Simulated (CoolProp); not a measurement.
R113 along the isobar 1.43 MPa: density (kg/m³) from the reference equation and from simpler models built on Tc = 487.2 K, pc = 3.392 MPa, ω = 0.253; each cubic takes its own stable root.

The numbers come from the reference Helmholtz-energy equation of state, Marx 1992 in CoolProp.

| T (K) | phase | reference | Redlich-Kwong | Peng-Robinson |
|---|---|---|---|---|
| 345.9 | liquid | 1449 | 1295 | 1523 |
| 355.9 | liquid | 1423 | 1266 | 1493 |
| 365.9 | liquid | 1395 | 1235 | 1460 |
| 375.9 | liquid | 1367 | 1203 | 1425 |
| 385.9 | liquid | 1337 | 1168 | 1387 |
| 395.9 | liquid | 1305 | 1130 | 1346 |
| 405.9 | liquid | 1272 | 1090 | 1300 |
| 415.9 | liquid | 1235 | 1044 | 1250 |
| 425.9 | liquid | 1194 | 102.8 | 1193 |
| 435.9 | gas | 100.3 | 97.36 | 101.8 |
| 445.9 | gas | 94.44 | 92.72 | 96.17 |
| 455.9 | gas | 89.68 | 88.69 | 91.45 |
| 465.9 | gas | 85.65 | 85.14 | 87.37 |
| 475.9 | gas | 82.16 | 81.97 | 83.80 |
| 485.9 | gas | 79.08 | 79.11 | 80.61 |

At some of these states Redlich-Kwong gives the other phase, because its saturation line lies elsewhere.
